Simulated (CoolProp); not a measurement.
Saturated liquid density (kg/m³) of dimethyl ether: the reference equation beside estimates from Tc = 400.4 K, pc = 5.337 MPa, ω = 0.196. Rackett uses Z = 0.29056 − 0.08775 ω.

Computed with CoolProp (reference Helmholtz-energy equation of state, Wu 2011).

| T (K) | reference | Rackett | van der Waals | Redlich-Kwong | Soave-Redlich-Kwong | Peng-Robinson |
|---|---|---|---|---|---|---|
| 275 | 697.2 | 685.3 | 426.3 | 619.6 | 637.1 | 721.2 |
| 279.5 | 690.5 | 678.7 | 422.2 | 612.4 | 630.3 | 713.7 |
| 283.9 | 683.8 | 672.1 | 418.2 | 605.2 | 623.4 | 706.1 |
| 288.4 | 676.9 | 665.3 | 413.9 | 597.6 | 616.1 | 698.1 |
| 292.8 | 670.0 | 658.5 | 409.7 | 590.0 | 608.8 | 690.0 |
| 297.3 | ? | 651.4 | ? | 582.1 | 601.1 | ? |
| 301.7 | 655.6 | 644.4 | 400.8 | 574.1 | 593.4 | 672.9 |
| 306.2 | 648.1 | 637.0 | 396.1 | 565.7 | 585.2 | 663.7 |
| 310.6 | 640.7 | 629.6 | 391.4 | ? | 576.9 | 654.5 |
| 315.1 | 632.8 | 621.9 | 386.5 | 548.4 | 568.1 | 644.6 |

Task: What belongs in the gaps?

Result: 
- 297.3, reference: 662.8
- 297.3, van der Waals: 405.2
- 297.3, Peng-Robinson: 681.5
- 310.6, Redlich-Kwong: 557.3

Absolute difference from the reference over all 10 rows, mean and median: Rackett 1.7 and 1.7 %, van der Waals 38.9 and 38.9 %, Redlich-Kwong 12.1 and 12.1 %, Soave-Redlich-Kwong 9.3 and 9.2 %, Peng-Robinson 2.8 and 2.9 %.
